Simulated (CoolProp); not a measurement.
A closed Brayton cycle with nitrogen: compressor inlet 314.15 K and 0.86 MPa, high pressure 2.73 MPa, turbine inlet 665 K, compressor efficiency 0.89, turbine efficiency 0.93, recuperator effectiveness 0.95 (on enthalpy, no pinch check). Each further row changes one setting.

Values from CoolProp's reference Helmholtz-energy equation of state, Span 2000.

```
case                           thermal efficiency (%)  net work (kJ/kg)  compressor to turbine work  compressor exit (K)  turbine exit (K)
-----------------------------  ----------------------  ----------------  --------------------------  -------------------  ----------------
as stated                                        20.8              38.7                        0.79                452.2             495.2
turbine inlet 615 K                               ___              24.7                        0.85                452.2             456.8
compressor inlet 324.15 K                        18.4              34.1                        0.81                  ___             495.2
high pressure 2.32 MPa                           23.9               ___                        0.75                430.0             516.2
recuperator effectiveness 0.5                    18.7              38.7                        0.79                452.2             495.2
```

Problem. Some entries are withheld; supply them.

Solution. 
- turbine inlet 615 K, thermal efficiency (%): 14.5
- compressor inlet 324.15 K, compressor exit (K): 466.5
- high pressure 2.32 MPa, net work (kJ/kg): 39.7
